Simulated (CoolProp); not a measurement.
Oxygen along the isotherm -142.95 °C: Z from the reference equation and from simpler models built on Tc = -118.6 °C, pc = 50.46 bar, ω = 0.022; each cubic takes its own stable root.

Computed with CoolProp (reference Helmholtz-energy equation of state, Schmidt 1985).

```tsv
p (bar)	phase	reference	Redlich-Kwong	Peng-Robinson
0.798	gas	0.9913	0.9912	0.9905
1.82	gas	0.9799	0.9797	0.9782
4.13	gas	0.9532	0.9530	0.9496
9.41	gas	0.8867	0.8870	0.8794
21.4	liquid	0.06996	0.07381	0.06540
48.7	liquid	0.1556	0.1617	0.1436
111	liquid	0.3411	0.3476	0.3096
252	liquid	0.7315	0.7309	0.6531
```
